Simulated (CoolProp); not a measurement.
A closed Brayton cycle with dry air: compressor inlet 322.15 K and 4.4 MPa, high pressure 14.9 MPa, turbine inlet 820 K, compressor efficiency 0.85, turbine efficiency 0.93, recuperator effectiveness 0.8 (on enthalpy, no pinch check). Each further row changes one setting.

Computed with CoolProp (reference Helmholtz-energy equation of state, Lemmon 2000). It is a pseudo-pure fit of the blend.

```tsv
case	thermal efficiency (%)	net work (kJ/kg)	compressor to turbine work	compressor exit (K)	turbine exit (K)
as stated	27.2	72.5	0.69	481.1	607.5
turbine inlet 770 K	23.8	57.9	[?]	481.1	568.6
compressor inlet 332.15 K	[?]	67.2	0.71	495.6	607.5
high pressure 12.7 MPa	[?]	70.6	[?]	457.1	632.1
recuperator effectiveness 0.5	23.7	72.5	0.69	481.1	607.5
```

### Question
Complete the blanks.

### Answer

- turbine inlet 770 K, compressor to turbine work: 0.74
- compressor inlet 332.15 K, thermal efficiency (%): 25.6
- high pressure 12.7 MPa, thermal efficiency (%): 28.3
- high pressure 12.7 MPa, compressor to turbine work: 0.66
